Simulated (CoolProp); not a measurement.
Benzene at 489.12 K and 0.202 MPa is throttled through a valve to 0.0372 MPa with no heat exchange. Each further row changes one setting.

Model: reference Helmholtz-energy equation of state, Thol 2012, in CoolProp.

```csv
case,temperature change (K),final density (kg/m³)
as stated,-1.8,0.720
outlet pressure 0.0112 MPa,-2.1,0.216
outlet pressure 0.0484 MPa,-1.7,0.938
```
